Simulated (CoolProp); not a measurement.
Computed with CoolProp (reference Helmholtz-energy equation of state, Akasaka 2024).

Q: For R1132(E), give the phase and the density (kg/m³), cp (kJ/(kg K)), cv (kJ/(kg K)), speed of sound (m/s) at 313.3 K and 2.71 MPa.

A: 
- 313.3 K and 2.71 MPa: liquid; density 856, cp 2.11, cv 1.09, speed of sound 412
